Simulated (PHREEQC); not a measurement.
Dissolve 3.4 mmol/kgw H2SO4, 0.036 mmol/kgw FeSO4 and 79 mmol/kgw NiSO4 at 25 °C. It is in equilibrium with CO2 at log p = -1 (atm). Otherwise closed; pH follows from the charge balance.

Equilibrium calculation in PHREEQC: ion-association model, wateq4f.dat.

| Property | Result |
|---|---|
| pH | 2.64 |
| ionic strength | 0.179 mol/kgw |
| total alkalinity | -6.80 meq/kg |

```json
[
 {"species": "Ni+2", "molality": "0.0441", "activity": "0.0140", "log γ": "-0.497"},
 {"species": "SO4-2", "molality": "0.0435", "activity": "0.0132", "log γ": "-0.516"},
 {"species": "NiSO4", "molality": "0.0348", "activity": "0.0363", "log γ": "0.018"},
 {"species": "HSO4-", "molality": "0.00397", "activity": "0.00293", "log γ": "-0.133"},
 {"species": "CO2", "molality": "0.00327", "activity": "0.00341", "log γ": "0.018"},
 {"species": "H+", "molality": "0.00283", "activity": "0.00227", "log γ": "-0.096"},
 {"species": "Ni(SO4)2-2", "molality": "8.10e-5", "activity": "2.58e-5", "log γ": "-0.497"}
]
```

Precipitation was switched off in this run.
